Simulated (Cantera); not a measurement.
Feed: 1 mol Si3H8, 80 mol N2, 0.047 mol Cl2, held at 1673.15 K and 0.160 bar.

Equilibrium computed with Cantera from the NASA thermochemical tables; the gas is ideal and each condensed phase is pure. Candidate condensed phases: NH4Cl, Si, Si3N4; 28 gas species. The feed counts by its element totals alone. Equilibrium is a limit: real reactors are often held back by kinetics, nucleation or transport.

### Question
What is the equilibrium state?

### Answer
```json
{
  "x(N2)": "0.951",
  "x(H2)": "0.0482",
  "x(HCl)": "0.00114",
  "x(H)": "6.26e-5",
  "x(SiCl2)": "3.39e-6",
  "x(Cl)": "1.15e-6",
  "n(Si3N4(s))": "1.000 mol",
  "gas_amount": "82.05 mol",
  "log10 activity of Si(s) (absent)": "-1.46"
}
```
